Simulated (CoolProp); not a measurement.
The fluid at 394.15 K and 0.274 MPa flows at 0.055 m/s in a round tube of 6 mm bore and 15 µm roughness, fully developed (64/Re and Nu = 3.66 if laminar; Colebrook and Gnielinski if turbulent). The same conditions are run with several fluids, on thermodynamics alone (safety and materials aside).

Computed with CoolProp (reference Helmholtz-energy equation of state of each fluid (o-xylene: Zhou 2012; n-decane: Lemmon 2006; n-octane: Beckmüller 2019; n-nonane: Lemmon 2006; n-heptane: Span 2003)).

Task: Rank o-xylene, n-decane, n-octane, n-nonane, n-heptane by Reynolds number, highest first.

Result: n-heptane (1180), n-octane (975), o-xylene (892), n-nonane (801), n-decane (706)

```json
[
 {"fluid": "o-xylene", "Darcy friction factor": "0.0718", "pressure drop (Pa/m)": "14.3", "heat-transfer coefficient (W/(m² K))": "64.9", "mass flow (kg/h)": "4.43"},
 {"fluid": "n-decane", "Darcy friction factor": "0.0907", "pressure drop (Pa/m)": "14.9", "heat-transfer coefficient (W/(m² K))": "64.8", "mass flow (kg/h)": "3.64"},
 {"fluid": "n-octane", "Darcy friction factor": "0.0656", "pressure drop (Pa/m)": "10.2", "heat-transfer coefficient (W/(m² K))": "59.7", "mass flow (kg/h)": "3.45"},
 {"fluid": "n-nonane", "Darcy friction factor": "0.0799", "pressure drop (Pa/m)": "12.8", "heat-transfer coefficient (W/(m² K))": "63.2", "mass flow (kg/h)": "3.56"},
 {"fluid": "n-heptane", "Darcy friction factor": "0.0541", "pressure drop (Pa/m)": "8.08", "heat-transfer coefficient (W/(m² K))": "58.2", "mass flow (kg/h)": "3.32"}
]
```

Transport values come from each fluid's own correlations.
